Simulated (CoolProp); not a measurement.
Vapour-liquid equilibrium of propane (1) + cyclohexane (2) at 24.75 °C; x and y are mole fractions of (1).

The numbers come from the multi-fluid Helmholtz-energy mixture model, Lemmon 2009 and Zhou 2014; pair parameters Bell 2016 in CoolProp.

```tsv
x	bubble pressure, mixture model (bar)	bubble pressure, Raoult's law (bar)	y, mixture model	y, Raoult's law
0.05	0.6860	0.5953	0.817	0.795
0.2	2.287	1.995	0.950	0.948
0.35	3.747	3.395	0.972	0.975
0.5	5.068	4.795	0.982	0.987
0.65	6.296	6.194	0.988	0.993
0.8	7.526	7.594	0.993	0.997
0.95	8.915	8.994	0.998	0.999
```

The largest gap from Raoult's law is +15.2 % in bubble pressure, at x = 0.05. No azeotrope shows between x = 0.05 and 0.95.

Pair parameters are fitted to limited data, so mixtures are less certain than the pure fluids. The gap from Raoult's law changes sign with composition, which may be real or a fault of the pair parameters; it wasn't checked against measurements.
